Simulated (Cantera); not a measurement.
A perfectly stirred reactor is fed with CH₄ : H₂ : O₂ : N₂ = 1 : 0.16 : 3.2 : 12 (molar parts), equivalence ratio 0.65, at 4.20 bar; it is adiabatic with a 675 K inlet, and is followed from long to short residence time, starting on the burning branch (τ in s: 0.43, 0.18, 0.071, 0.029, 0.012, 0.0047, 0.0019, 0.00077, 0.00031, 0.00013, 5.1e-05).

Cantera simulation using GRI-Mech 3.0 (53 species, 325 reactions); the numbers are that mechanism's predictions, not measurements.

Problem. What does this change do: pressure from 4.20 bar to 0.950 bar?

Solution. 
| quantity | before | after |
|---|---|---|
| blow-out, bracketed by the residence times tried | burning at 51.0 µs, the shortest tried | burning at 0.130 ms, out at 51.0 µs |
| x(CH₄) at τ = 0.430 s | 4.10e-7 | 1.11e-6 |
| x(H₂) at τ = 0.430 s | 0.000108 | 0.000238 |
| x(O₂) at τ = 0.430 s | 0.0677 | 0.0679 |
| x(H₂O₂) at τ = 0.430 s | 1.55e-7 | 7.34e-8 |
| x(OH) at τ = 0.430 s | 0.00161 | 0.00236 |
| x(CH₄) at τ = 4.70 ms | 2.28e-5 | 3.54e-5 |
| x(H₂) at τ = 4.70 ms | 0.000285 | 0.00135 |
| x(O₂) at τ = 4.70 ms | 0.0686 | 0.0690 |
| x(H₂O₂) at τ = 4.70 ms | 2.27e-7 | 1.51e-7 |
| x(OH) at τ = 4.70 ms | 0.00237 | 0.00519 |
